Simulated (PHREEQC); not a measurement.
PHREEQC input (ion-association model, wateq4f.dat):

```
SOLUTION_MASTER_SPECIES
  An  An-  0  An  62.0  # stands for a non-complexing anion
SOLUTION_SPECIES
  An- = An-
    -log_k 0
    -gamma 3.0 0
PHASES
  Fix_H+
    H+ = H+
    -log_k 0
SOLUTION 1
  temp 25
  units mmol/kgw
  pH 7 charge
  Cl 0.0543
  Ni 0.00015
  Sr 0.027
  Na 50
  An 50
END
SELECTED_OUTPUT 1
  -reset false
  -pH true
  -pe true
  -ionic_strength true
  -water true
  -totals Cl Na Ni Sr
  -molalities Hfo_wOH Hfo_wOH2+ Hfo_wO- Hfo_sOH Hfo_sOH2+ Hfo_sO- Hfo_sONi+ Hfo_wONi+ Hfo_sOHSr+2 Hfo_wOSr+
    Hfo_wOSrOH
  -saturation_indices Ni(OH)2 Halite
USER_PUNCH 1
  -headings sigma psi
  10 PUNCH EDL("sigma", "Hfo"), EDL("psi", "Hfo")
PRINT
  -reset false
USE solution 1
SURFACE 1
  Hfo_wOH 2.92135e-05 600 0.013
  Hfo_sOH 7.30337e-07
EQUILIBRIUM_PHASES 1
  Fix_H+ -3 HAn 10
    -force_equality true
  O2(g) -0.68 10
END
# ... the last block is repeated for the other 12 points of pH, with NaOH or the acid as the point needs
```

Selected output (columns that matter, 9 of 13 rows; pH added in front):

```
pH	mu	Na	Ni	Sr	m_Hfo_wOH	m_Hfo_wOH2+	m_Hfo_wO-	m_Hfo_sOH	m_Hfo_sOH2+	m_Hfo_sO-	si_Ni(OH)2	si_Halite	sigma	psi
3	0.051269	0.05	1.5e-07	2.7e-05	1.0472e-06	2.8165e-05	8.92e-10	2.6181e-08	7.0413e-07	2.23e-11	-11.971	-7.3242	0.35713	0.16921
4.33	0.050147	0.05	1.5e-07	2.7e-05	8.6927e-06	2.0436e-05	8.4707e-08	2.1732e-07	5.109e-07	2.1177e-09	-9.308	-7.3228	0.25806	0.15314
5	0.0501	0.05	1.4997e-07	2.7e-05	1.4315e-05	1.4576e-05	3.2208e-07	3.5786e-07	3.6438e-07	8.0514e-09	-7.968	-7.3227	0.18075	0.135
5.67	0.050089	0.05	1.4954e-07	2.7e-05	1.8557e-05	9.8558e-06	8.0046e-07	4.6359e-07	2.4621e-07	1.9997e-08	-6.6292	-7.3227	0.11483	0.11209
7	0.050083	0.05	9.1049e-08	2.6991e-05	2.2035e-05	4.9095e-06	2.2656e-06	5.0246e-07	1.1195e-07	5.1662e-08	-4.185	-7.3227	0.034397	0.055729
8.33	0.050084	0.050004	2.5026e-09	2.6584e-05	2.2297e-05	2.7924e-06	4.0788e-06	1.618e-07	2.0262e-08	2.9597e-08	-3.0934	-7.3227	-0.0041804	-0.0081469
9	0.050094	0.050016	6.5076e-10	2.6045e-05	2.1428e-05	1.9303e-06	5.4495e-06	2.3389e-08	2.1069e-09	5.9482e-09	-2.3804	-7.3226	-0.022111	-0.039317
9.67	0.050137	0.050068	2.2624e-10	2.359e-05	1.7233e-05	8.1696e-07	8.3274e-06	4.707e-09	2.2315e-10	2.2746e-09	-1.8283	-7.3222	-0.040399	-0.06246
11	0.051306	0.051261	1.1528e-08	1.5823e-05	2.6367e-06	9.9757e-09	1.5966e-05	2.2988e-09	8.6973e-12	1.392e-08	-0.0856	-7.3135	-0.055512	-0.076186
```

Complexes and solids missing from the database can't appear. The oxide is taken as insoluble; below pH 4 it would dissolve.
